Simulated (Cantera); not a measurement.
# Ta(OEt)5 + CO2 (tantalum, niobium, vanadium and zirconium in process gases)

Feed: 1 mol Ta(OEt)5, 3.4 mol CO2, equilibrated at 0.0140 bar.

Method: chemical equilibrium by Gibbs-energy minimisation in Cantera with the NASA 1993 tables (ideal gas, pure condensed phases). Candidate condensed phases: C, C6H6, C7H8, C8H18, H2O, Ta, TaC, Ta2O5; 113 gas species. The feed counts by its element totals alone. TaC: taken at fixed stoichiometry. Condensed phases not in the tables: Ta2C. The numbers say what is thermodynamically allowed, not how fast it happens.

From 675 °C to 775 °C the condensed part is C(graphite) + Ta2O5(s). From 875 °C to 1475 °C the condensed part is C(graphite) + TaC(s).

```
T (°C)   x H2   x CO     x CO2     x H2O  n C(graphite)  n Ta2O5(s)  n TaC(s)
------  -----  -----  --------  --------  -------------  ----------  --------
675     0.573  0.418   0.00429   0.00325           4.25       0.500         0
775     0.573  0.425  0.000562  0.000638           4.12       0.500         0
875     0.514  0.485  0.000134  0.000168          0.605           0      1.00
975     0.514  0.486   3.26e-5   5.38e-5          0.601           0      1.00
1075    0.514  0.486   9.84e-6   2.04e-5          0.600           0      1.00
1175    0.514  0.486   3.53e-6   8.86e-6          0.600           0      1.00
1275    0.514  0.486   1.45e-6   4.29e-6          0.600           0      1.00
1375    0.514  0.485   6.70e-7   2.27e-6          0.599           0      1.00
1475    0.513  0.485   3.39e-7   1.30e-6          0.597           0      1.00
```
x: gas mole fraction; n: condensed amount in mol.
